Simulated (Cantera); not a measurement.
A perfectly stirred reactor is fed with CH4 : O2 : N2 = 0.017 : 0.0097 : 1 (molar parts), equivalence ratio 3.5, at 1000000 Pa; it is held at 925 K, and followed from long to short residence time.

Model: GRI-Mech 3.0 (53 species, 325 reactions), integrated in Cantera.

x: mole fraction; the columns are a selection and need not sum to one.

| τ (s) | x CH4 | x O2 | x OH | x NO | x CO2 | x N2O |
|---|---|---|---|---|---|---|
| 14 | 0.00995 | 0.000830 | 3.54e-10 | <1e-12 | 0.00188 | … |
| 4.3 | 0.0102 | 0.00144 | 1.01e-9 | <1e-12 | 0.00137 | … |
| 1.3 | 0.0110 | 0.00259 | 2.66e-9 | <1e-12 | 0.000842 | … |
| 0.42 | 0.0126 | 0.00474 | 5.15e-9 | <1e-12 | 0.000344 | … |
| 0.13 | 0.0166 | 0.00945 | <1e-12 | <1e-12 | 1.32e-12 | <1e-12 |
| 0.042 | 0.0166 | 0.00945 | <1e-12 | <1e-12 | <1e-12 | <1e-12 |
| 0.013 | 0.0166 | 0.00945 | <1e-12 | <1e-12 | <1e-12 | <1e-12 |
| 0.0042 | 0.0166 | 0.00945 | <1e-12 | <1e-12 | <1e-12 | <1e-12 |
| 0.0013 | 0.0166 | 0.00945 | <1e-12 | <1e-12 | <1e-12 | <1e-12 |
| 0.00041 | 0.0166 | 0.00945 | <1e-12 | <1e-12 | <1e-12 | <1e-12 |
| 0.00013 | 0.0166 | 0.00945 | <1e-12 | <1e-12 | <1e-12 | <1e-12 |

### Question
What belongs in the gaps?

### Answer

- 14, x N2O: 4.02e-9
- 4.3, x N2O: 2.91e-9
- 1.3, x N2O: 1.91e-9
- 0.42, x N2O: 1.03e-9
